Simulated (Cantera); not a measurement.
# Counterflow diffusion flame

A counterflow diffusion flame at 1.70 bar, nozzles 20 mm apart: fuel side CO : H₂ : CH₄ = 1 : 0.94 : 0.13 (molar parts) at 400 K, oxidiser side O₂ : N₂ = 0.22 : 0.78 (molar parts) at 350 K, fuel mass flux 0.55 times the oxidiser's; mixture-averaged transport, no radiation.

Computed with Cantera and GRI-Mech 3.0 (53 species, 325 reactions). GRI-Mech 3.0 has no aromatics or soot, which form on the fuel side of real flames. The maximum strain rate includes the flame's own expansion and is several times the mean.

```
oxidiser flux (kg/m²/s)  max strain (1/s)  mean strain (1/s)  T max (K)  peak x OH  peak x H  peak x NO  peak x CO  peak x C₂H₂
-----------------------  ----------------  -----------------  ---------  ---------  --------  ---------  ---------  -----------
1                                     307               64.4       2328     0.0118   0.00591   0.000261      0.515      0.00138
1.3                                   398               83.8       2305     0.0120   0.00645   0.000218      0.514      0.00142
1.7                                   516                110       2282     0.0123   0.00705   0.000185      0.513      0.00148
2.2                                   663                142       2257     0.0124   0.00767   0.000158      0.512      0.00155
2.8                                   836                180       2232     0.0126   0.00827   0.000137      0.512      0.00160
3.6                                  1060                232       2204     0.0126   0.00895   0.000119      0.512      0.00166
4.6                                  1340                296       2177     0.0127   0.00964   0.000104      0.513      0.00170
6                                    1720                387       2147     0.0127    0.0104    9.12e-5      0.512      0.00173
7.7                                  2190                496       2122     0.0127    0.0112    8.12e-5      0.512      0.00175
9.9                                  2780                638       2093     0.0126    0.0120    7.13e-5      0.512      0.00173
```
x: mole fraction; the columns are a selection and need not sum to one.
